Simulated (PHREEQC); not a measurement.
Solution (93 °C): 1.2 mmol/kgw CuSO4, 0.061 mmol/kgw H2SO4 and 0.14 mmol/kgw H3BO3. Closed to the air; pH follows from the charge balance.

Model: ion-association model, phreeqc.dat, run in PHREEQC.

Each row changes one thing in this solution. This is a speciation only: nothing precipitates in the calculation.

```
case                                      pH  ionic strength (mol/kgw)  SO4-2 (mol/kgw)  HSO4- (mol/kgw)  H2BO3- (mol/kgw)
--------------------------------------  ----  ------------------------  ---------------  ---------------  ----------------
as made                                 4.10                   0.00422          0.00105          3.86e-5           3.00e-9
CuSO4 left out                          3.93                  0.000176                …                …           1.94e-9
CuSO4 from 0.0012 to 0.00024 mol/kgw       …                   0.00106         0.000273                …           2.23e-9
H2SO4 from 6.1e-05 to 6.71e-05 mol/kgw  4.06                   0.00423          0.00105          4.23e-5           2.74e-9
diluted 5-fold with water               4.64                         …         0.000238          2.79e-6           2.03e-9
4e-05 mol/kgw HBr added                 3.98                   0.00424          0.00104          5.03e-5           2.28e-9
```

Task: Fill in the missing entries.

Result: 
- CuSO4 left out, SO4-2 (mol/kgw): 5.73e-5
- CuSO4 left out, HSO4- (mol/kgw): 3.68e-6
- CuSO4 from 0.0012 to 0.00024 mol/kgw, pH: 3.99
- CuSO4 from 0.0012 to 0.00024 mol/kgw, HSO4- (mol/kgw): 1.45e-5
- diluted 5-fold with water, ionic strength (mol/kgw): 0.000943

At this temperature some constants are extrapolated from 25 °C, and those without enthalpy data are left unchanged.
